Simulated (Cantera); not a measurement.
A perfectly stirred reactor is fed with CH4 : H2 : O2 : N2 = 1 : 0.052 : 1.56 : 5.86 (molar parts), at 1.00 bar; it is adiabatic with a 350 K inlet, and is followed from long to short residence time, starting on the burning branch (τ in s: 0.083, 0.046, 0.026, 0.014, 0.0079, 0.0044, 0.0024, 0.0013, 0.00075, 0.00042, 0.00023, 0.00013, 7.1e-05).

Model: GRI-Mech 3.0 (53 species, 325 reactions), integrated in Cantera.

**Question.** Predict: blow-out, bracketed by the residence times tried; x(CH4) at τ = 83.0 ms; x(H2) at τ = 83.0 ms; x(O2) at τ = 83.0 ms; x(O) at τ = 83.0 ms; x(HCO) at τ = 83.0 ms; x(CH4) at τ = 2.40 ms; x(H2) at τ = 2.40 ms; x(O2) at τ = 2.40 ms; x(O) at τ = 2.40 ms; x(HCO) at τ = 2.40 ms.

**Answer.** 
```json
{
  "blow_out_bracketed_by_the_residence_times_tried": "burning at 0.230 ms, out at 0.130 ms",
  "x(CH4) at τ = 83.0 ms": "3.40e-5",
  "x(H2) at τ = 83.0 ms": "0.0439",
  "x(O2) at τ = 83.0 ms": "0.000124",
  "x(O) at τ = 83.0 ms": "2.52e-5",
  "x(HCO) at τ = 83.0 ms": "8.49e-8",
  "x(CH4) at τ = 2.40 ms": "0.000168",
  "x(H2) at τ = 2.40 ms": "0.0438",
  "x(O2) at τ = 2.40 ms": "0.00132",
  "x(O) at τ = 2.40 ms": "0.000231",
  "x(HCO) at τ = 2.40 ms": "1.57e-6"
}
```
